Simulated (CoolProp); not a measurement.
A single-stage vapour-compression cycle with propane: evaporating at 217.15 K (dew point), condensing at 252.15 K (bubble point), superheat 0 K, subcooling 5 K, compressor efficiency 0.75, no pressure losses. Each further row changes one setting.

Values from CoolProp's reference Helmholtz-energy equation of state, Lemmon 2009.

```
case                              cooling COP  pressure ratio  discharge temperature (K)  refrigerating effect (kJ/kg)  volumetric capacity (kJ/m³)
--------------------------------  -----------  --------------  -------------------------  ----------------------------  ---------------------------
as stated                                4.23            4.49                      280.8                           372                          489
evaporating temperature 222.15 K         5.14            3.51                      275.7                           378                          624
condensing temperature 247.15 K          5.03            3.73                      272.8                           384                          504
subcooling 10 K                          4.36            4.49                      280.8                           384                          504
superheat 10 K                           4.19            4.49                      291.6                           386                          483
compressor efficiency 0.65               3.67            4.49                      288.9                           372                          489
```
